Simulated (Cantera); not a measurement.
Input (Python, Cantera) and output of one run.

```python
import numpy as np
import cantera as ct

gas_names = """
    C CN CO CO2 C2 CCN CNC C2N2 C2O C3 C3O2 C4 C4N2 C5 N NCO NO NO2 NO3 N2 N2O O O2 O3 Si SiC SiC2 SiN
    SiO SiO2 Si2 Si2C Si2N Si3
""".split()
cond_names = """
    C(gr) Si(cr) Si(L) SiC(b) SiO2(Lqz) SiO2(hqz) SiO2(L) Si2N2O(s) Si3N4(a)
""".split()


def load(file, names, dense=False):
    # The tables refer to 1 bar. Condensed volumes are neglected.
    table = {s.name: s for s in ct.Species.list_from_file(file)}
    out = []
    for n in names:
        d = dict(table[n].input_data)
        d["thermo"] = dict(d["thermo"], **{"reference-pressure": 1e5})
        if dense:
            d["equation-of-state"] = {"model": "constant-volume", "density": "1e6 g/cm^3"}
        out.append(ct.Species.from_dict(d))
    return out


gas = ct.Solution(thermo="ideal-gas", species=load("nasa_gas.yaml", gas_names))
cond = {s.name: ct.Solution(thermo="fixed-stoichiometry", species=[s], name=s.name)
        for s in load("nasa_condensed.yaml", cond_names, dense=True)}
atoms = {
    'Si': {'Si': 1},
    'CO2': {'C': 1, 'O': 2},
    'N2': {'N': 2},
}
top_T = {'C(gr)': 4500, 'SiC(b)': 3050, 'Si2N2O(s)': 2100, 'Si3N4(a)': 2400}  # K; cautious upper limits of use, not melting points


def equilibrate(T, P, feed):
    n = {}
    for name, mol in feed.items():
        for a, k in atoms[name].items():
            n[a] = n.get(a, 0.0) + k * mol
    gas.TPX = T, P, n
    mass = sum(n.values()) * gas.mean_molecular_weight
    gas.equilibrate("TP")
    valid = [c for c in cond.values() if c.min_temp <= T <= top_T.get(c.name, c.max_temp)]
    mix = ct.Mixture([(gas, mass / gas.mean_molecular_weight)] + [(c, 0.0) for c in valid])
    mix.T, mix.P = T, P
    mix.equilibrate("TP", solver="vcs", rtol=1e-11, max_steps=5000)
    return mix


results = []
feed = {'Si': 1, 'CO2': 22, 'N2': 2.8}  # mol
T = 2023  # K
P = 9200  # Pa
mix = equilibrate(T, P, feed)
results.append((T, P, feed, dict(zip(mix.species_names, mix.species_moles))))
x = sorted(zip(gas.X, gas.species_names), reverse=True)
print(f"T = {T:g} K  P = {P:g} Pa  gas = {mix.phase_moles(0):.4g} mol")
print("   x: " + "  ".join(f"{s} {v:.3e}" for v, s in x if v > 0.001))
print("   condensed (mol): " + ("  ".join(f"{mix.phase(i).name} {mix.phase_moles(i):.4g}"
      for i in range(1, mix.n_phases) if mix.phase_moles(i) > 1e-12) or "none"))
```

It prints:

```
T = 2023 K  P = 9200 Pa  gas = 24.87 mol
   x: CO2 7.990e-01  N2 1.124e-01  CO 8.569e-02  O2 2.416e-03
   condensed (mol): SiO2(L) 0.9993
```

Cantera equilibrium calculation (NASA polynomials, part measured and part estimated; ideal gas, pure solids and liquids). The tables hold silica as quartz up to 1696 K and as liquid above; real silica turns to tridymite and cristobalite and melts near 1996 K.
